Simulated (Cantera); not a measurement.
A freely propagating, adiabatic, planar premixed flame of CH₄ : O₂ : N₂ = 1 : 2 : 9.4 (molar parts), unburnt at 650 K and 4.30 bar; unity-Lewis-number transport, grid criteria slope 0.08 and curve 0.16, no radiation.

Computed with Cantera and GRI-Mech 3.0 (53 species, 325 reactions). Unity Lewis numbers drop preferential diffusion, which matters most where H2 and H carry the flame. Burning velocities carry a grid error of a few per cent, more on coarse grids.

### Question
Predict: laminar burning velocity; thermal thickness; peak x(CH₂CO); peak x(CH₂); peak x(C₂H₆); peak x(HCN).

### Answer
```json
{
 "laminar_burning_velocity": "47.5 cm/s",
 "thermal_thickness": "0.160 mm",
 "peak x(CH₂CO)": "0.000107",
 "peak x(CH₂)": "3.61e-5",
 "peak x(C₂H₆)": "0.000608",
 "peak x(HCN)": "5.96e-6"
}
```
